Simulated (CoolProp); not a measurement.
A closed Brayton cycle with dry air: compressor inlet 327.15 K and 6.1 MPa, high pressure 18.1 MPa, turbine inlet 625 K, compressor efficiency 0.85, turbine efficiency 0.93, recuperator effectiveness 0.9 (on enthalpy, no pinch check). Each further row changes one setting.

Model: reference Helmholtz-energy equation of state, Lemmon 2000, in CoolProp. It is a pseudo-pure fit of the blend.

```csv
case,thermal efficiency (%),net work (kJ/kg),compressor to turbine work,compressor exit (K),turbine exit (K)
as stated,10.4,17.6,0.89,468.5,472.5
turbine inlet 575 K,3.5,4.08,0.97,468.5,433.3
compressor inlet 337.15 K,8.2,12.8,0.92,482.6,472.5
high pressure 15.4 MPa,14.0,21.2,0.85,444.7,492.7
recuperator effectiveness 0.5,10.3,17.6,0.89,468.5,472.5
```
